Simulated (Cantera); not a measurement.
A closed system holds: 1 mol Cr, 0.22 mol O2, 33 mol H2, at 1850 °C and 41000 Pa.

Cantera equilibrium calculation (NASA polynomials, part measured and part estimated; ideal gas, pure solids and liquids). Candidate condensed phases: Cr, Cr2O3, H2O; 13 gas species. The numbers say what is thermodynamically allowed, not how fast it happens.

Base state: H2 0.971, H2O 0.0130, Cr 0.0102, H 0.00552, CrO 0.000105 (mole fractions); condensed: Cr(s).

Problem. What changes in the equilibrium state with this change: pressure from 41000 Pa to 1330 Pa?

Solution. 
```csv
species,before,after
H2,0.971,0.929
H,0.00552,0.0299
Cr,0.0102,0.0287
H2O,0.0130,0.0124
OH,9.17e-6,4.94e-5
CrO,0.000105,0.000295
"Cr(s), mol",0.656,0
```

Problem. What changes in the equilibrium state with this change: temperature from 1850 °C to 2027 °C?

Solution. 
```
species       before     after
----------  --------  --------
H2             0.971     0.944
Cr            0.0102    0.0288
H            0.00552    0.0147
H2O           0.0130    0.0125
OH           9.17e-6   3.13e-5
CrO         0.000105  0.000344
Cr(s), mol     0.656         0
```

Problem. What changes in the equilibrium state with this change: temperature from 1850 °C to 625 °C?

Solution. 
| species | before | after |
|---|---|---|
| H2 | 0.971 | 1.000 |
| H2O | 0.0130 | 1.45e-6 |
| Cr | 0.0102 | <1e-9 |
| H | 0.00552 | <1e-9 |
| CrO | 0.000105 | <1e-9 |
| Cr(s), mol | 0.656 | 0.707 |
| Cr2O3(s), mol | 0 | 0.147 |
